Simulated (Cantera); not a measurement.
An adiabatic, constant-volume homogeneous reactor starts with CH4 : O2 : N2 = 1 : 2.53 : 13.4 (molar parts), equivalence ratio 0.79, at 1650 K and 0.770 bar. Integrator tolerance rtol = 1e-08.

Model: GRI-Mech 3.0 (53 species, 325 reactions), integrated in Cantera.

Q: What does this change do: 0.02 parts C2H6 added?

A: 
```
quantity                                                            before                                    after
---------------------------------  ---------------------------------------  ---------------------------------------
time of steepest temperature rise                                 0.456 ms                                 0.233 ms
temperature at 0.300 s                                              2720 K                                   2734 K
equilibrium temperature                                             2720 K                                   2734 K
x(CH4) at 0.300 s                    <1e-12 (gas-phase equilibrium <1e-12)    <1e-12 (gas-phase equilibrium <1e-12)
x(O2) at 0.300 s                     0.0321 (gas-phase equilibrium 0.0321)    0.0296 (gas-phase equilibrium 0.0296)
x(HO2) at 0.300 s                  6.23e-6 (gas-phase equilibrium 6.23e-6)  6.11e-6 (gas-phase equilibrium 6.11e-6)
x(CH2CO) at 0.300 s                  <1e-12 (gas-phase equilibrium <1e-12)    <1e-12 (gas-phase equilibrium <1e-12)
x(CH3) at 0.300 s                    <1e-12 (gas-phase equilibrium <1e-12)    <1e-12 (gas-phase equilibrium <1e-12)
x(CO) at 0.300 s                     0.0199 (gas-phase equilibrium 0.0199)    0.0220 (gas-phase equilibrium 0.0220)
x(CO2) at 0.300 s                    0.0377 (gas-phase equilibrium 0.0377)    0.0377 (gas-phase equilibrium 0.0377)
```
